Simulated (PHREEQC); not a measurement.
PHREEQC input (ion-association model, wateq4f.dat):

```
SOLUTION_MASTER_SPECIES
  An  An-  0  An  62.0  # stands for a non-complexing anion
SOLUTION_SPECIES
  An- = An-
    -log_k 0
    -gamma 3.0 0
PHASES
  Fix_H+
    H+ = H+
    -log_k 0
SOLUTION 1
  temp 25
  units mmol/kgw
  pH 7 charge
  S(6) 0.03
  Zn 0.03
  Na 50
  An 50
END
SELECTED_OUTPUT 1
  -reset false
  -pH true
  -pe true
  -ionic_strength true
  -water true
  -totals Na S Zn S(-2) S(6)
  -molalities Hfo_wOH Hfo_wOH2+ Hfo_wO- Hfo_sOH Hfo_sOH2+ Hfo_sO- Hfo_sOZn+ Hfo_wOZn+ Hfo_wSO4- Hfo_wOHSO4-2
  -saturation_indices Zn(OH)2-e Zn4(OH)6SO4 Mirabilite Goslarite
USER_PUNCH 1
  -headings sigma psi
  10 PUNCH EDL("sigma", "Hfo"), EDL("psi", "Hfo")
PRINT
  -reset false
USE solution 1
SURFACE 1
  Hfo_wOH 5.8427e-05 600 0.026
  Hfo_sOH 1.46067e-06
EQUILIBRIUM_PHASES 1
  Fix_H+ -3 HAn 10
    -force_equality true
  O2(g) -0.68 10
END
# ... the last block is repeated for the other 16 points of pH, with NaOH or the acid as the point needs
```

Selected output (columns that matter, 17 of 17 rows; pH added in front):

```
pH	mu	Na	S	Zn	m_Hfo_wOH	m_Hfo_wOH2+	m_Hfo_wO-	m_Hfo_sOH	si_Zn(OH)2-e	si_Zn4(OH)6SO4	si_Mirabilite	si_Goslarite	sigma	psi
3	0.051286	0.05	1.3573e-05	3e-05	3.2818e-07	4.1672e-05	5.9207e-11	1.1413e-08	-10.344	-35.049	-6.9403	-8.1622	0.16354	0.12933
3.38	0.050602	0.05	1.3678e-05	3e-05	7.5894e-07	4.1346e-05	3.1914e-10	2.6327e-08	-9.5826	-32.746	-6.9227	-8.1439	0.1601	0.12859
3.75	0.050322	0.05	1.4103e-05	3e-05	1.672e-06	4.0856e-05	1.5675e-09	5.7411e-08	-8.842	-30.505	-6.9034	-8.1244	0.15564	0.1273
4.12	0.050203	0.05	1.4984e-05	2.9998e-05	3.4953e-06	3.9909e-05	7.0131e-09	1.1747e-07	-8.1018	-28.256	-6.8745	-8.0954	0.14844	0.12496
4.5	0.050151	0.05	1.6509e-05	2.9991e-05	6.8631e-06	3.8045e-05	2.8363e-08	2.2173e-07	-7.3418	-25.933	-6.8313	-8.0523	0.1373	0.12105
4.88	0.05013	0.05	1.8675e-05	2.9955e-05	1.2152e-05	3.4851e-05	9.707e-08	3.656e-07	-6.5823	-23.601	-6.7773	-7.9989	0.12295	0.1155
5.25	0.050121	0.05	2.1222e-05	2.9815e-05	1.904e-05	3.0328e-05	2.7384e-07	4.9187e-07	-5.8444	-21.333	-6.7216	-7.9453	0.10738	0.10872
5.62	0.050117	0.05	2.3877e-05	2.9429e-05	2.6824e-05	2.4782e-05	6.6514e-07	4.7291e-07	-5.1102	-19.085	-6.6703	-7.8997	0.091593	0.10082
6	0.050114	0.05	2.6333e-05	2.883e-05	3.4281e-05	1.8918e-05	1.4231e-06	2.6899e-07	-4.3593	-16.799	-6.6277	-7.8663	0.075848	0.091585
6.38	0.050112	0.05	2.8188e-05	2.8112e-05	3.9616e-05	1.3837e-05	2.5983e-06	9.7201e-08	-3.6107	-14.535	-6.5981	-7.8481	0.060625	0.080856
6.75	0.050106	0.05	2.923e-05	2.6525e-05	4.1766e-05	9.7288e-06	4.1077e-06	3.0243e-08	-2.8969	-12.404	-6.5823	-7.8585	0.047257	0.069376
7.12	0.050102	0.050008	2.9663e-05	2.2768e-05	4.0144e-05	5.8412e-06	6.3203e-06	1.0515e-08	-2.2257	-10.453	-6.5757	-7.9208	0.037745	0.059577
7.5	0.050098	0.050021	2.9833e-05	1.7181e-05	3.4222e-05	2.6867e-06	9.9861e-06	4.586e-09	-1.5951	-8.6879	-6.5729	-8.0476	0.03211	0.05295
7.88	0.050093	0.050034	2.9919e-05	1.1804e-05	2.5948e-05	1.0563e-06	1.4603e-05	2.3648e-09	-1.0215	-7.1521	-6.5713	-8.2327	0.027766	0.047344
8.25	0.05009	0.050046	2.9967e-05	7.9293e-06	1.8621e-05	4.2395e-07	1.8736e-05	1.379e-09	-0.5347	-5.9438	-6.5703	-8.485	0.022829	0.040385
8.62	0.05009	0.050057	2.9989e-05	5.8762e-06	1.3853e-05	2.0265e-07	2.1695e-05	9.3329e-10	-0.1729	-5.2362	-6.5697	-8.8628	0.016134	0.029863
9	0.050096	0.050069	2.9997e-05	5.3789e-06	1.157e-05	1.3014e-07	2.3562e-05	7.6276e-10	0.0289	-5.1891	-6.5694	-9.4209	0.0073136	0.014132
```

The oxide is taken as insoluble; below pH 4 it would dissolve.
